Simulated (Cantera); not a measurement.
Cantera run, input and output.

```python
import numpy as np
import cantera as ct

gas = ct.Solution("gri30.yaml")
gas.TPX = 800, 280000, {'C3H8': 1, 'O2': 8.93, 'N2': 107, 'H2O': 7.7}
inlet = ct.Reservoir(gas, clone=True)
gas.equilibrate("HP")  # start burning
reactor = ct.IdealGasConstPressureReactor(gas, energy="on", clone=False)
exhaust = ct.Reservoir(gas, clone=True)
tau = [0.34, 0.13, 0.052, 0.02, 0.0078, 0.003, 0.0012, 0.00046, 0.00018, 6.9e-05, 2.7e-05, 1e-05, 4e-06][0]
for a, b in ((inlet, reactor), (reactor, exhaust)):
    ct.MassFlowController(a, b, mdot=lambda t: reactor.mass / tau)
net = ct.ReactorNet([reactor])
show = ['C3H8', 'O2', 'H2O', 'OH', 'CH2O', 'CH4', 'N2O']

rows = []
print(f"{'tau/s':>10s}{'T/K':>9s}" + "".join(f"{s:>11s}" for s in show))
for tau in [0.34, 0.13, 0.052, 0.02, 0.0078, 0.003, 0.0012, 0.00046, 0.00018, 6.9e-05, 2.7e-05, 1e-05, 4e-06]:
    net.initial_time = 0.0
    net.advance(30 * tau)
    before = gas.X
    net.advance(40 * tau)
    drift = np.max(np.abs(gas.X - before) / (gas.X + 1e-9))
    rows.append([gas.T, *gas[show].X, drift])
    print(f"{tau:10.3e}{gas.T:9.1f}" + "".join(f"{x:11.3e}" for x in gas[show].X))
```

Result:

```
     tau/s      T/K       C3H8         O2        H2O         OH       CH2O        CH4        N2O
 3.400e-01   1269.8  4.370e-06  3.156e-02  9.301e-02  2.202e-05  1.943e-06  2.943e-06  7.543e-07
 1.300e-01   1264.8  9.446e-06  3.188e-02  9.289e-02  2.540e-05  4.511e-06  5.416e-06  7.723e-07
 5.200e-02   1253.6  2.103e-05  3.261e-02  9.263e-02  2.651e-05  1.096e-05  1.164e-05  6.290e-07
 2.000e-02   1203.7  8.415e-05  3.590e-02  9.132e-02  1.543e-05  4.966e-05  5.486e-05  2.532e-07
 7.800e-03    800.0  8.024e-03  7.165e-02  6.178e-02  4.774e-15  1.335e-11  1.117e-10  9.992e-19
 3.000e-03    800.0  8.024e-03  7.165e-02  6.178e-02  1.688e-15  1.814e-12  1.522e-11  1.650e-19
 1.200e-03    800.0  8.024e-03  7.165e-02  6.178e-02  6.462e-16  2.771e-13  2.328e-12  2.722e-20
 4.600e-04    800.0  8.024e-03  7.165e-02  6.178e-02  2.390e-16  3.899e-14  3.278e-13  4.087e-21
 1.800e-04    800.0  8.024e-03  7.165e-02  6.178e-02  8.887e-17  5.557e-15  4.674e-14  6.452e-22
 6.900e-05    800.0  8.024e-03  7.165e-02  6.178e-02  3.108e-17  6.995e-16  5.887e-15  1.017e-22
 2.700e-05    800.0  8.024e-03  7.165e-02  6.178e-02  1.101e-17  8.032e-17  6.769e-16  1.841e-23
 1.000e-05    800.0  8.024e-03  7.165e-02  6.178e-02  4.422e-18  6.950e-18  5.876e-17  3.683e-24
 4.000e-06    800.0  8.024e-03  7.165e-02  6.178e-02  2.620e-18  6.954e-19  5.908e-18  1.046e-24
```

Detailed kinetics in Cantera: GRI-Mech 3.0 (53 species, 325 reactions). GRI-Mech 3.0 was tuned for natural gas; its chemistry of propane as a main component is partial and can be far from experiment.
